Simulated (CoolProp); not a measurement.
CH2F2 (R32) along the isotherm 226.2 K: fugacity coefficient from the reference equation and from simpler models built on Tc = 351.3 K, pc = 57.83 bar, ω = 0.277; each cubic takes its own stable root.

The numbers come from the reference Helmholtz-energy equation of state, Tillner-Roth 1997 in CoolProp.

| p (bar) | phase | reference |
|---|---|---|
| 2.22 | liquid | 0.5513 |
| 4.45 | liquid | 0.2764 |
| 6.67 | liquid | 0.1854 |
| 8.9 | liquid | 0.1396 |
| 11.1 | liquid | 0.1125 |
| 13.3 | liquid | 0.09440 |
| 15.6 | liquid | 0.08091 |
| 17.8 | liquid | 0.07127 |
| 20 | liquid | 0.06375 |
| 22.2 | liquid | 0.05772 |
| 24.5 | liquid | 0.05258 |
| 26.7 | liquid | 0.04849 |
| 28.9 | liquid | 0.04503 |

How far does each simpler model (van der Waals, Redlich-Kwong, Soave-Redlich-Kwong, Peng-Robinson) lie from the reference over these 13 states: mean and median of the absolute difference, and the worst?


- van der Waals: mean 402.0 %, median 448.4 %, worst +464.3 % at 226.2 K and 28.9 bar
- Redlich-Kwong: mean 87.4 %, median 88.5 %, worst +90.3 % at 226.2 K and 28.9 bar
- Soave-Redlich-Kwong: mean 0.9 %, median 0.9 %, worst +1.8 % at 226.2 K and 28.9 bar
- Peng-Robinson: mean 1.2 %, median 1.1 %, worst +1.6 % at 226.2 K and 28.9 bar

At some of these states van der Waals, Redlich-Kwong gives the other phase, because its saturation line lies elsewhere.
